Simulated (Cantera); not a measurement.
A freely propagating, adiabatic, planar premixed flame of CH4 : O2 : N2 = 1 : 2.38 : 8.95 (molar parts), equivalence ratio 0.84, unburnt at 450 K and 0.860 bar; mixture-averaged transport, grid criteria slope 0.08 and curve 0.16, no radiation.

Computed with Cantera and GRI-Mech 3.0 (53 species, 325 reactions). Burning velocities carry a grid error of a few per cent, more on coarse grids.

Question: Predict: laminar burning velocity; thermal thickness; peak x(C2H); peak x(C2H4).

Answer: 
```
Property                     Result
------------------------  ---------
laminar burning velocity  67.3 cm/s
thermal thickness          0.466 mm
peak x(C2H)                 5.05e-8
peak x(C2H4)               0.000287
```
